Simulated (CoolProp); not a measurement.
Oxygen along the isotherm -111.15 °C: fugacity coefficient from the reference equation and from simpler models built on Tc = -118.6 °C, pc = 5.046 MPa, ω = 0.022; each cubic takes its own stable root.

Model: reference Helmholtz-energy equation of state, Schmidt 1985, in CoolProp.

```tsv
p (MPa)	phase	reference
5.05	supercritical	0.7186
10.1	supercritical	0.4693
15.1	supercritical	0.3684
20.2	supercritical	0.3201
25.2	supercritical	0.2952
30.3	supercritical	0.2819
35.3	supercritical	0.2759
40.4	supercritical	0.2747
45.4	supercritical	0.2772
50.5	supercritical	0.2826
```

**Question.** How far does each simpler model (van der Waals, Redlich-Kwong, Soave-Redlich-Kwong, Peng-Robinson) lie from the reference over these 10 states: mean and median of the absolute difference, and the worst?

**Answer.** 
- van der Waals: mean 22.0 %, median 21.7 %, worst +43.5 % at -111.15 °C and 50.5 MPa
- Redlich-Kwong: mean 3.0 %, median 3.7 %, worst +3.9 % at -111.15 °C and 40.4 MPa
- Soave-Redlich-Kwong: mean 3.3 %, median 3.9 %, worst +4.2 % at -111.15 °C and 40.4 MPa
- Peng-Robinson: mean 7.1 %, median 6.6 %, worst -11.8 % at -111.15 °C and 50.5 MPa
